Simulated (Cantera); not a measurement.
Input (Python, Cantera) and output of one run.

```python
import numpy as np
import cantera as ct

gas_names = """
    C CO CO2 C2 C2O C3 C3O2 C4 C5 O O2 O3 Pb PbO Pb2
""".split()
cond_names = """
    C(gr) Pb(cr) Pb(L) PbO(rd) PbO(yw) PbO(L) PbO2(s) Pb3O4(s)
""".split()


# ... load() reads the species with a 1 bar reference pressure and builds the phases ...
atoms = {
    'PbO': {'Pb': 1, 'O': 1},
    'C': {'C': 1},
    'CO': {'C': 1, 'O': 1},
}
top_T = {'C(gr)': 4500, 'Pb3O4(s)': 820}  # K; cautious upper limits of use, not melting points


# ... equilibrate(T, P, feed) seeds the gas with the atoms and calls Mixture.equilibrate('TP', solver="vcs", rtol=1e-11, max_steps=5000) ...
results = []
feed = {'PbO': 1, 'C': 2.5, 'CO': 1.3}  # mol
P = 360  # Pa
for T in [1050, 1150, 1250, 1350, 1450, 1550, 1650, 1750, 1850, 1950, 2050, 2150, 2250]:
    mix = equilibrate(T, P, feed)
    results.append((T, P, feed, dict(zip(mix.species_names, mix.species_moles))))

top = {s: max(r[3][s] / sum(r[3][g] for g in gas_names) for r in results) for s in gas_names}
cols = sorted((s for s in top if top[s] > 0.001), key=lambda s: -top[s])[:9]
seen = [c for c in cond_names if any(r[3].get(c, 0) > 1e-12 for r in results)]
print("log10 of partial pressures in bar; condensed amounts in mol")
print(f"{'T/K':>10s}" + "".join(f"{s[:9]:>10s}" for s in cols + seen))
for T, P, feed, n in results:
    ng = sum(n[g] for g in gas_names)
    print(f"{T:10.4g}" + "".join(f"{np.log10(max(n[s] / ng * P / 1e5, 1e-99)):10.3f}" for s in cols)
          + "".join(f"{n.get(c, 0):10.4g}" for c in seen))
```

Output:

```
log10 of partial pressures in bar; condensed amounts in mol
       T/K        CO        Pb     C(gr)     Pb(L)
      1050    -2.450    -4.332     1.502    0.9699
      1150    -2.480    -3.538       1.5    0.7987
      1250    -2.600    -2.962       1.5         0
      1350    -2.600    -2.962       1.5         0
      1450    -2.600    -2.962       1.5         0
      1550    -2.600    -2.962       1.5         0
      1650    -2.600    -2.962       1.5         0
      1750    -2.600    -2.962       1.5         0
      1850    -2.600    -2.962       1.5         0
      1950    -2.600    -2.962       1.5         0
      2050    -2.600    -2.962       1.5         0
      2150    -2.600    -2.962       1.5         0
      2250    -2.600    -2.962       1.5         0
```

Method: chemical equilibrium by Gibbs-energy minimisation in Cantera with the NASA 1993 tables (ideal gas, pure condensed phases).
